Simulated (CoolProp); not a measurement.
Vapour-liquid equilibrium of hydrogen chloride (1) + n-hexane (2) at 301.9 K; x and y are mole fractions of (1).

The numbers come from the multi-fluid Helmholtz-energy mixture model, Thol 2018 and Thol 2019; pair parameters Bell 2016 in CoolProp.

```json
[
 {"x": "0.05", "bubble pressure (kPa)": "371.3", "y at the bubble point": "0.932", "dew pressure at overall composition x (kPa)": "24.94", "liquid density (mol/L)": "7.870"},
 {"x": "0.15", "bubble pressure (kPa)": "1003", "y at the bubble point": "0.972", "dew pressure at overall composition x (kPa)": "27.91", "liquid density (mol/L)": "8.555"},
 {"x": "0.25", "bubble pressure (kPa)": "1529", "y at the bubble point": "0.980", "dew pressure at overall composition x (kPa)": "31.67", "liquid density (mol/L)": "9.338"},
 {"x": "0.35", "bubble pressure (kPa)": "1957", "y at the bubble point": "0.983", "dew pressure at overall composition x (kPa)": "36.59", "liquid density (mol/L)": "10.24"},
 {"x": "0.45", "bubble pressure (kPa)": "2316", "y at the bubble point": "0.985", "dew pressure at overall composition x (kPa)": "43.30", "liquid density (mol/L)": "11.29"},
 {"x": "0.55", "bubble pressure (kPa)": "2648", "y at the bubble point": "0.987", "dew pressure at overall composition x (kPa)": "53.01", "liquid density (mol/L)": "12.52"},
 {"x": "0.65", "bubble pressure (kPa)": "2999", "y at the bubble point": "0.988", "dew pressure at overall composition x (kPa)": "68.32", "liquid density (mol/L)": "13.98"},
 {"x": "0.75", "bubble pressure (kPa)": "3419", "y at the bubble point": "0.990", "dew pressure at overall composition x (kPa)": "96.08", "liquid density (mol/L)": "15.74"},
 {"x": "0.85", "bubble pressure (kPa)": "3964", "y at the bubble point": "0.993", "dew pressure at overall composition x (kPa)": "161.9", "liquid density (mol/L)": "17.88"},
 {"x": "0.95", "bubble pressure (kPa)": "4694", "y at the bubble point": "0.997", "dew pressure at overall composition x (kPa)": "516.6", "liquid density (mol/L)": "20.37"}
]
```

No azeotrope shows between x = 0.05 and 0.95.

The pair parameters rest on a limited set of measurements; away from them the model extrapolates. The gap from Raoult's law changes sign with composition, which may be real or a fault of the pair parameters; it wasn't checked against measurements.
